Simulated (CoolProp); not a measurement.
Vapour-liquid equilibrium of n-octane (1) + o-xylene (2) at 6.35 bar; x and y are mole fractions of (1).

Computed with CoolProp (multi-fluid Helmholtz-energy mixture model, Beckmüller 2019 and Zhou 2012; pair parameters Bell 2016).

```
x     bubble temperature, mixture model (°C)  bubble temperature, Raoult's law (°C)  y, mixture model  y, Raoult's law
----  --------------------------------------  -------------------------------------  ----------------  ---------------
0.05                                   228.7                                  228.9             0.071            0.072
0.15                                   225.8                                  226.2             0.201            0.207
0.25                                       ?                                  223.7             0.320            0.331
0.35                                       ?                                  221.3             0.429            0.445
0.45                                       ?                                  219.0             0.531            0.550
0.55                                   216.1                                  216.7             0.626            0.646
0.65                                   214.1                                  214.6             0.715            0.736
0.75                                   212.1                                  212.5             0.801            0.818
0.85                                   210.3                                  210.5                 ?            0.895
0.95                                   208.5                                  208.6             0.961            0.966
```

Q: Some entries are withheld; supply them.

A: 
- 0.25, bubble temperature, mixture model (°C): 223.1
- 0.35, bubble temperature, mixture model (°C): 220.6
- 0.45, bubble temperature, mixture model (°C): 218.3
- 0.85, y, mixture model: 0.882

The largest gap from Raoult's law is -0.7 K in bubble temperature, at x = 0.35. No azeotrope shows between x = 0.05 and 0.95.

The pair parameters rest on a limited set of measurements; away from them the model extrapolates.
